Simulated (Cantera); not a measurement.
# Equilibrium for sublimation and decomposition of ceramics: MgO + N2

A closed system holds: 1 mol MgO, 2.4 mol N2, equilibrated at 8.50 bar.

Cantera equilibrium calculation (NASA polynomials, part measured and part estimated; ideal gas, pure solids and liquids). Candidate condensed phases: Mg, MgO; 27 gas species. Ions and electrons are included (thermal ionisation). Equilibrium is a limit: real reactors are often held back by kinetics, nucleation or transport.

From 1727 °C to 2727 °C the condensed part is MgO(s). From 2977 °C to 3227 °C the condensed part is MgO(l). From 3477 °C to 4727 °C nothing is condensed. The main Mg-bearing gas is Mg throughout.

| T (°C) | x N2 | x Mg | x O | x MgO | x O2 | x NO | x N | x MgN | n MgO(s) | n MgO(l) |
|---|---|---|---|---|---|---|---|---|---|---|
| 1727 | 1.000 | 1.85e-6 | 2.20e-8 | 2.43e-9 | 9.19e-9 | 1.81e-6 | 3.09e-10 | 9.59e-11 | 1.000 | 0 |
| 1977 | 1.000 | 2.90e-5 | 9.79e-7 | 1.90e-7 | 5.99e-7 | 2.68e-5 | 7.66e-9 | 3.87e-9 | 1.000 | 0 |
| 2227 | 0.999 | 0.000271 | 1.94e-5 | 6.13e-6 | 1.53e-5 | 0.000221 | 1.00e-7 | 7.66e-8 | 0.999 | 0 |
| 2477 | 0.997 | 0.00175 | 0.000211 | 0.000103 | 0.000191 | 0.00116 | 8.22e-7 | 9.18e-7 | 0.996 | 0 |
| 2727 | 0.983 | 0.00865 | 0.00146 | 0.00107 | 0.00141 | 0.00437 | 4.74e-6 | 7.50e-6 | 0.976 | 0 |
| 2977 | 0.937 | 0.0315 | 0.00684 | 0.00668 | 0.00636 | 0.0120 | 2.05e-5 | 4.11e-5 | 0 | 0.903 |
| 3227 | 0.810 | 0.0908 | 0.0243 | 0.0288 | 0.0206 | 0.0255 | 6.84e-5 | 0.000160 | 0 | 0.650 |
| 3477 | 0.599 | 0.185 | 0.0627 | 0.0717 | 0.0423 | 0.0386 | 0.000178 | 0.000386 | 0 | 0 |
| 3727 | 0.584 | 0.195 | 0.0914 | 0.0568 | 0.0320 | 0.0397 | 0.000465 | 0.000530 | 0 | 0 |
| 3977 | 0.571 | 0.202 | 0.120 | 0.0434 | 0.0223 | 0.0384 | 0.00109 | 0.000696 | 0 | 0 |
| 4227 | 0.561 | 0.208 | 0.145 | 0.0322 | 0.0145 | 0.0352 | 0.00231 | 0.000883 | 0 | 0 |
| 4477 | 0.552 | 0.213 | 0.165 | 0.0234 | 0.00904 | 0.0313 | 0.00455 | 0.00109 | 0 | 0 |
| 4727 | 0.544 | 0.215 | 0.179 | 0.0169 | 0.00556 | 0.0272 | 0.00839 | 0.00130 | 0 | 0 |
x: gas mole fraction; n: condensed amount in mol.
